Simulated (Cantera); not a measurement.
An isothermal, constant-pressure homogeneous reactor starts with 0.287 % CH4, 0.0762 % O2, 99.6 % N2, equivalence ratio 7.5, at 1373 K and 1.20 bar.

Detailed kinetics in Cantera: GRI-Mech 3.0 (53 species, 325 reactions). GRI-Mech 3.0 stops at C3 and has no aromatics, soot or wall deposition, so with more carbon than oxygen in the feed, carbon stays in small species such as C2H2 where larger ones or solid carbon would form.

One state of this run: x CH4 = 0.00119; x O2 = 1.79e-6; x CO = 0.000521; x CH2CO = 3.84e-8; x CH2O = 6.74e-9. x: mole fraction; the columns are a selection and need not sum to one.

**Question.** Which value of t (s) does it belong to?
(A) 0.408
(B) 8.68
(C) 0.00417
(D) 0.0192

**Answer.** B, 8.68
